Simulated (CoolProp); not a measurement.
The numbers come from the reference Helmholtz-energy equation of state, Lemmon 2005 in CoolProp. It is a short technical equation, of lower accuracy than the large ones.

Task: For trans-2-butene, give the phase and the density (kg/m³), cp (kJ/(kg K)), isothermal compressibility (1/MPa) at 353.5 K and 8.04 MPa; 353.5 K and 26.8 MPa; 353.5 K and 32.2 MPa.

Result: 
- 353.5 K and 8.04 MPa: liquid; density 546, cp 2.55, isothermal compressibility 0.00473
- 353.5 K and 26.8 MPa: liquid; density 582, cp 2.41, isothermal compressibility 0.00257
- 353.5 K and 32.2 MPa: liquid; density 589, cp 2.39, isothermal compressibility 0.00228
